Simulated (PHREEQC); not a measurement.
A made-up water analysis in mg/L, 25 °C, pH 6.36, pe 10.9:

```csv
constituent,mg/L
Na,314
K,42.3
Ca,97.7
Mg,91.8
Cl,492
S(6) as SO4,258
Alkalinity as HCO3,158
Zn,21.5
```

Valence states are taken as typed.

Equilibrium calculation in PHREEQC: ion-association model, phreeqc.dat.

Question: The ionic strength comes out as 0.0310 mol/kgw. What activity coefficients do MgHCO3+, HCO3-, ZnHCO3+, ZnCl+, SO4-2 get?

Answer: MgHCO3+ 0.85, HCO3- 0.86, ZnHCO3+ 0.85, ZnCl+ 0.85, SO4-2 0.52.

This is a speciation only: nothing precipitates in the calculation. Species that the database lacks are ignored. The database's zinc carbonate complexes are estimates, stronger than later reviews accept.
